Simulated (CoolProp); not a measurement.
Properties of neopentane along the isobar 1.01 bar.

Values from CoolProp's reference Helmholtz-energy equation of state, Lemmon 2006. It is a short technical equation, of lower accuracy than the large ones.

| T (K) | phase | density (kg/m³) | cp (kJ/(kg K)) | isothermal compressibility (1/MPa) | expansivity (1/kK) | fugacity coefficient |
|---|---|---|---|---|---|---|
| 313.1 | gas | 2.889 | 1.783 | 10.23 | 3.542 | 0.9698 |
| 332.9 | gas | 2.701 | 1.874 | 10.16 | 3.264 | 0.9753 |
| 352.6 | gas | 2.539 | 1.964 | 10.12 | 3.035 | 0.9795 |
| 372.4 | gas | 2.395 | 2.053 | 10.08 | 2.841 | 0.9828 |
| 392.1 | gas | 2.269 | 2.141 | 10.05 | 2.675 | 0.9854 |
| 411.8 | gas | 2.156 | 2.227 | 10.03 | 2.529 | 0.9875 |
| 431.6 | gas | 2.053 | 2.312 | 10.01 | 2.399 | 0.9892 |
| 451.3 | gas | 1.960 | 2.395 | 9.996 | 2.284 | 0.9907 |
| 471 | gas | 1.876 | 2.476 | 9.983 | 2.181 | 0.9919 |
| 490.8 | gas | 1.799 | 2.557 | 9.973 | 2.086 | 0.9929 |
| 510.5 | gas | 1.728 | 2.636 | 9.964 | 2.000 | 0.9938 |
| 530.3 | gas | 1.662 | 2.713 | 9.956 | 1.921 | 0.9945 |
| 550 | gas | 1.601 | 2.789 | 9.949 | 1.849 | 0.9952 |
